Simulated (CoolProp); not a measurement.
Vapour-liquid equilibrium of ethanol (1) + toluene (2) at 0.101 MPa; x and y are mole fractions of (1).

Values from CoolProp's multi-fluid Helmholtz-energy mixture model, Schroeder 2014 and Lemmon 2006; pair parameters Bell 2016.

```tsv
x	bubble temperature, mixture model (K)	bubble temperature, Raoult's law (K)	y, mixture model	y, Raoult's law
0.05	368.8	380.2	(withheld)	0.140
0.2	354.8	372.2	(withheld)	0.429
0.35	351.8	366.4	(withheld)	0.613
0.5	(withheld)	361.8	0.715	0.742
0.65	350.4	358.1	(withheld)	0.840
0.8	(withheld)	355.0	0.798	0.918
0.95	350.8	352.3	0.929	0.981
```

Problem. Fill in the missing entries.

Solution. 
- 0.05, y, mixture model: 0.376
- 0.2, y, mixture model: 0.640
- 0.35, y, mixture model: 0.694
- 0.5, bubble temperature, mixture model (K): 351.0
- 0.65, y, mixture model: 0.741
- 0.8, bubble temperature, mixture model (K): 350.1

The largest gap from Raoult's law is -17.4 K in bubble temperature, at x = 0.2. y crosses x between x = 0.65 and 0.8: the model has an azeotrope there.

Pair parameters are fitted to limited data, so mixtures are less certain than the pure fluids. With so large a gap from Raoult's law the liquid may split in two, which this calculation doesn't test in full.
